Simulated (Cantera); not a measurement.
A Cantera script and what it prints.

```python
import numpy as np
import cantera as ct

gas_names = """
    Fe H H2 H2S S SH S2 S8
""".split()
cond_names = """
    Fe(a) Fe(c) Fe(d) Fe(L) FeS(a) FeS(b) FeS(c) FeS(L) FeS2(s) S(cr1) S(cr2) S(L)
""".split()


# ... load() reads the species with a 1 bar reference pressure and builds the phases ...
atoms = {
    'Fe': {'Fe': 1},
    'H2S': {'H': 2, 'S': 1},
    'H2': {'H': 2},
}
top_T = {'FeS2(s)': 1010}  # K; cautious upper limits of use, not melting points


# ... equilibrate(T, P, feed) seeds the gas with the atoms and calls Mixture.equilibrate('TP', solver="vcs", rtol=1e-11, max_steps=5000) ...
results = []
feed = {'Fe': 1, 'H2S': 0.001, 'H2': 5.5}  # mol
T = 1173  # K
P = 1333.22  # Pa
mix = equilibrate(T, P, feed)
results.append((T, P, feed, dict(zip(mix.species_names, mix.species_moles))))
print(gas.report(threshold=1e-06))
for i in range(1, mix.n_phases):
    print(f"{mix.phase(i).name:16s} {mix.phase_moles(i):12.5e} mol")
```

Output:

```
       temperature   1173 K
          pressure   1333.2 Pa
           density   0.00027638 kg/m^3
  mean mol. weight   2.0218 kg/kmol
   phase of matter   gas

                          1 kg             1 kmol
                     ---------------   ---------------
          enthalpy        1.2847e+07        2.5973e+07  J
   internal energy        8.0227e+06        1.6221e+07  J
           entropy         1.024e+05        2.0704e+05  J/K
    Gibbs function       -1.0727e+08       -2.1689e+08  J
 heat capacity c_p             15318             30971  J/K
 heat capacity c_v             11206             22657  J/K

                      mass frac. Y      mole frac. X     chem. pot. / RT
                     ---------------   ---------------   ---------------
                 H        5.0904e-07         1.021e-06           -11.117
                H2           0.99694           0.99982           -22.234
               H2S         0.0030607         0.0001816           -42.612
     [   +5 minor]        3.0267e-06        1.8097e-07

Fe(a)             1.00000e+00 mol
FeS(c)            0.00000e+00 mol
S(L)              0.00000e+00 mol
```

Cantera equilibrium calculation (NASA polynomials, part measured and part estimated; ideal gas, pure solids and liquids).
